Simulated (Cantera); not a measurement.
Reactions in the system Ca-Cl-H

Source: NASA polynomial tables (part measured, part estimated), evaluated in Cantera. Values are per mole of reaction as written; species without (g) are pure solids or liquids, kept so even where they would boil at 1 bar.

H2(g) + CaCl2 → 2 HCl(g) + Ca(g)

```json
[
 {"T (K)": "300", "ΔH° (kJ)": "788.9", "ΔS° (J/K)": "293.2", "ΔG° (kJ)": "701.0", "log10 K": "-122.05", "condensed phases": "CaCl2(s)"},
 {"T (K)": "1523", "ΔH° (kJ)": "717.0", "ΔS° (J/K)": "214.1", "ΔG° (kJ)": "390.9", "log10 K": "-13.41", "condensed phases": "CaCl2(l)"},
 {"T (K)": "1573", "ΔH° (kJ)": "714.7", "ΔS° (J/K)": "212.6", "ΔG° (kJ)": "380.3", "log10 K": "-12.63", "condensed phases": "CaCl2(l)"},
 {"T (K)": "1623", "ΔH° (kJ)": "712.4", "ΔS° (J/K)": "211.2", "ΔG° (kJ)": "369.7", "log10 K": "-11.90", "condensed phases": "CaCl2(l)"},
 {"T (K)": "1673", "ΔH° (kJ)": "710.1", "ΔS° (J/K)": "209.8", "ΔG° (kJ)": "359.2", "log10 K": "-11.21", "condensed phases": "CaCl2(l)"},
 {"T (K)": "1723", "ΔH° (kJ)": "707.9", "ΔS° (J/K)": "208.4", "ΔG° (kJ)": "348.7", "log10 K": "-10.57", "condensed phases": "CaCl2(l)"},
 {"T (K)": "1773", "ΔH° (kJ)": "705.6", "ΔS° (J/K)": "207.1", "ΔG° (kJ)": "338.3", "log10 K": "-9.97", "condensed phases": "CaCl2(l)"},
 {"T (K)": "1823", "ΔH° (kJ)": "703.3", "ΔS° (J/K)": "205.9", "ΔG° (kJ)": "328.0", "log10 K": "-9.40", "condensed phases": "CaCl2(l)"},
 {"T (K)": "1873", "ΔH° (kJ)": "701.1", "ΔS° (J/K)": "204.7", "ΔG° (kJ)": "317.7", "log10 K": "-8.86", "condensed phases": "CaCl2(l)"},
 {"T (K)": "1923", "ΔH° (kJ)": "698.8", "ΔS° (J/K)": "203.5", "ΔG° (kJ)": "307.5", "log10 K": "-8.35", "condensed phases": "CaCl2(l)"},
 {"T (K)": "1973", "ΔH° (kJ)": "696.6", "ΔS° (J/K)": "202.3", "ΔG° (kJ)": "297.4", "log10 K": "-7.87", "condensed phases": "CaCl2(l)"}
]
```
